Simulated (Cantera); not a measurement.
Input: 1 mol CaCO3, 0.51 mol H2, 0.82 mol H2O, 0.0086 mol C, at 823.15 K and 1330 Pa.

Equilibrium computed with Cantera from the NASA thermochemical tables; the gas is ideal and each condensed phase is pure. Candidate condensed phases: C, C6H6, C7H8, C8H18, Ca, CaCO3, CaO, Ca(OH)2, H2O; 115 gas species. The numbers say what is thermodynamically allowed, not how fast it happens.

Base state: H2O 0.578, H2 0.365, CO2 0.0485, CO 0.00848 (mole fractions); condensed: CaCO3(calcite) + CaO(s).

Task: What changes in the equilibrium state with this change: temperature from 823.15 K to 2150 K?

Result: 
```json
[
 {"species": "H2O", "before": "0.578", "after": "0.490"},
 {"species": "CO2", "before": "0.0485", "after": "0.258"},
 {"species": "CO", "before": "0.00848", "after": "0.168"},
 {"species": "H2", "before": "0.365", "after": "0.0622"},
 {"species": "Ca(OH)2", "before": "<1e-9", "after": "0.000147"},
 {"species": "OH", "before": "<1e-9", "after": "0.00926"},
 {"species": "H", "before": "<1e-9", "after": "0.00911"},
 {"species": "O2", "before": "<1e-9", "after": "0.00319"},
 {"species": "O", "before": "<1e-9", "after": "0.000956"},
 {"species": "CaCO3(calcite), mol", "before": "0.928", "after": "0"},
 {"species": "CaO(s), mol", "before": "0.0717", "after": "1.000"}
]
```

Task: What changes in the equilibrium state with this change: temperature from 823.15 K to 1800 K?

Result: 
| species | before | after |
|---|---|---|
| H2O | 0.578 | 0.496 |
| CO2 | 0.0485 | 0.278 |
| CO | 0.00848 | 0.153 |
| H2 | 0.365 | 0.0717 |
| H | <1e-9 | 0.000830 |
| OH | <1e-9 | 0.000379 |
| O2 | <1e-9 | 1.04e-5 |
| CaCO3(calcite), mol | 0.928 | 0 |
| CaO(s), mol | 0.0717 | 1.000 |

Task: What changes in the equilibrium state with this change: temperature from 823.15 K to 975 K?

Result: 
```tsv
species	before	after
H2O	0.578	0.421
CO2	0.0485	0.354
H2	0.365	0.148
CO	0.00848	0.0777
CaCO3(calcite), mol	0.928	0
CaO(s), mol	0.0717	1.00
```
